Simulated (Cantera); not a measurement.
Feed: 1 mol CCl₄, 0.033 mol F₂, at 4.40 mbar.

Method: chemical equilibrium by Gibbs-energy minimisation in Cantera with the NASA 1993 tables (ideal gas, pure condensed phases). Candidate condensed phases: C; 27 gas species. The tables' values for CCl are old estimates; treat these amounts as uncertain. Rates play no part.

**Question.** At 3050 K, list the 6 most abundant gas species with their mole fractions, and the condensed phases.

**Answer.** Cl 0.899, C₃ 0.0625, C 0.0148, F 0.0134, C₂ 0.00796, CF 0.00139. Condensed: gas only.
